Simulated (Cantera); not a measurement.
# Stirred combustor or abatement burner

A perfectly stirred reactor is fed with 11.1 % CH₄, 0.568 % CO, 15.0 % O₂, 56.6 % N₂, 16.7 % CO₂, equivalence ratio 1.5, at 170000 Pa; it is adiabatic with a 500 K inlet, and is followed from long to short residence time, starting on the burning branch (τ in s: 0.03, 0.016, 0.0085, 0.0045, 0.0024, 0.0013, 0.00068, 0.00036, 0.00019, 0.0001, 5.5e-05, 2.9e-05, 1.6e-05).

Model: GRI-Mech 3.0 (53 species, 325 reactions), integrated in Cantera.

| τ (s) | T (K) | x CH₄ | x CO | x O₂ | x CH₃ | x C₂H₆ |
|---|---|---|---|---|---|---|
| 0.030 | 1711 | 0.00462 | 0.0914 | 0.00313 | 0.000243 | 3.00e-5 |
| 0.016 | 1696 | 0.00538 | 0.0898 | 0.00486 | 0.000314 | 5.29e-5 |
| 0.0085 | 1668 | 0.00673 | 0.0874 | 0.00792 | 0.000400 | 0.000101 |
| 0.0045 | 1600 | 0.0106 | 0.0812 | 0.0158 | 0.000483 | 0.000265 |
| 0.0024 | 500 | 0.111 | 0.00568 | 0.150 | <1e-12 | <1e-12 |
| 0.0013 | 500 | 0.111 | 0.00568 | 0.150 | <1e-12 | <1e-12 |
| 0.00068 | 500 | 0.111 | 0.00568 | 0.150 | <1e-12 | <1e-12 |
| 0.00036 | 500 | 0.111 | 0.00568 | 0.150 | <1e-12 | <1e-12 |
| 0.00019 | 500 | 0.111 | 0.00568 | 0.150 | <1e-12 | <1e-12 |
| 0.00010 | 500 | 0.111 | 0.00568 | 0.150 | <1e-12 | <1e-12 |
| 5.5e-5 | 500 | 0.111 | 0.00568 | 0.150 | <1e-12 | <1e-12 |
| 2.9e-5 | 500 | 0.111 | 0.00568 | 0.150 | <1e-12 | <1e-12 |
| 1.6e-5 | 500 | 0.111 | 0.00568 | 0.150 | <1e-12 | <1e-12 |
x: mole fraction; the columns are a selection and need not sum to one.
